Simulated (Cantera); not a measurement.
Thermodynamics of titanium nitride, carbide and oxide coatings, feed Ti(OiPr)₄ + CH₄

A closed system holds: 1 mol Ti(OiPr)₄, 2.6 mol CH₄, equilibrated at 10.0 mbar.

These are equilibrium values from Cantera (NASA tables, ideal gas, pure condensed phases), not measurements of a reactor. Candidate condensed phases: C, C₆H₆, C₇H₈, C₈H₁₈, H₂O, Ti, TiC, TiO, TiO₂, Ti₂O₃, Ti₃O₅, Ti₄O₇; 113 gas species. The feed counts by its element totals alone. TiC: taken at fixed stoichiometry. Condensed phases not in the tables: Magnéli phases beyond Ti₄O₇. Equilibrium is a limit: real reactors are often held back by kinetics, nucleation or transport.

```
T (°C)   x H₂   x CO       x H     x CH₄     x H₂O  x C₂H₂ (acetylene)  n C(graphite)  n Ti₄O₇(s)  n Ti₃O₅(s)  n TiC(s)
------  -----  -----  --------  --------  --------  ------------------  -------------  ----------  ----------  --------
800     0.895  0.105   1.33e-7  0.000368  0.000122             6.42e-9           12.3       0.250           0         0
850     0.895  0.105   4.03e-7  0.000235   6.19e-5             1.97e-8           12.3       0.250           0         0
900     0.891  0.108   1.11e-6  0.000155   3.43e-5             5.46e-8           12.3           0       0.333         0
950     0.827  0.172   2.74e-6   9.12e-5   2.87e-5             1.30e-7           9.60           0           0      1.00
1000    0.828  0.172   6.49e-6   6.43e-5   1.70e-5             3.07e-7           9.60           0           0      1.00
1050    0.828  0.172   1.44e-5   4.65e-5   1.05e-5             6.83e-7           9.60           0           0      1.00
1100    0.828  0.172   3.03e-5   3.45e-5   6.68e-6             1.43e-6           9.60           0           0      1.00
1150    0.827  0.172   6.04e-5   2.61e-5   4.40e-6             2.84e-6           9.60           0           0      1.00
1200    0.827  0.172  0.000115   2.01e-5   2.99e-6             5.38e-6           9.60           0           0      1.00
1250    0.827  0.172  0.000210   1.58e-5   2.08e-6             9.78e-6           9.60           0           0      1.00
1300    0.827  0.172  0.000370   1.26e-5   1.48e-6             1.71e-5           9.60           0           0      1.00
1350    0.827  0.172  0.000629   1.01e-5   1.08e-6             2.88e-5           9.60           0           0      1.00
1400    0.827  0.172   0.00104   8.29e-6   8.01e-7             4.71e-5           9.60           0           0      1.00
1450    0.826  0.172   0.00166   6.86e-6   6.05e-7             7.48e-5           9.60           0           0      1.00
```
x: gas mole fraction; n: condensed amount in mol.

From 800 °C to 850 °C the condensed part is C(graphite) + Ti₄O₇(s). At 900 °C the condensed part is C(graphite) + Ti₃O₅(s). From 950 °C to 1450 °C the condensed part is C(graphite) + TiC(s).
